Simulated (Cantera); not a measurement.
A closed system holds: 1 mol SiC, 0.021 mol O₂, 43 mol N₂, held at 2175 K and 0.00150 bar.

These are equilibrium values from Cantera (NASA tables, ideal gas, pure condensed phases), not measurements of a reactor. Candidate condensed phases: C, Si, SiC, SiO₂, Si₂N₂O, Si₃N₄; 34 gas species. The tables' values for SiN are old estimates; treat these amounts as uncertain. Rates play no part.

What is the equilibrium state?


| Quantity | Value |
|---|---|
| x(N₂) | 0.977 |
| x(Si) | 0.0189 |
| x(SiC₂) | 0.00165 |
| x(Si₂C) | 0.00100 |
| x(CO) | 0.000942 |
| x(SiN) | 0.000128 |
| x(CN) | 0.000117 |
| x(Si₂) | 2.82e-5 |
| x(Si₂N) | 1.42e-5 |
| n(C(graphite)) | 0.764 mol |
| gas amount | 43.99 mol |
| log10 activity of Si(l) (absent) | -1.01 |
